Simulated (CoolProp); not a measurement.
n-perfluorobutane along the isotherm 439.1 K: Z from the reference equation and from simpler models built on Tc = 386.3 K, pc = 23.22 bar, ω = 0.372; each cubic takes its own stable root.

Computed with CoolProp (reference Helmholtz-energy equation of state, Gao 2022).

```tsv
p (bar)	phase	reference	van der Waals	Redlich-Kwong	Soave-Redlich-Kwong
0.316	gas	0.9972	0.9970	0.9968	0.9971
0.477	gas	0.9958	0.9955	0.9952	0.9957
0.72	gas	0.9937	0.9933	0.9927	0.9935
1.09	gas	0.9905	0.9898	0.9890	0.9901
1.64	gas	0.9856	0.9845	0.9833	0.9850
2.47	gas	0.9782	0.9766	0.9748	0.9774
3.73	gas	0.9668	0.9643	0.9617	0.9657
5.62	gas	0.9494	0.9454	0.9418	0.9480
8.48	gas	0.9221	0.9156	0.9108	0.9207
12.8	gas	0.8789	0.8677	0.8620	0.8784
19.3	gas	0.8091	0.7864	0.7833	0.8123
29.1	supercritical	0.6953	0.6309	0.6510	0.7088
43.9	supercritical	0.5391	0.4782	0.4917	0.5821
66.3	supercritical	0.5131	0.5773	0.5191	0.5754
100	supercritical	0.6390	0.7703	0.6514	0.6917
```
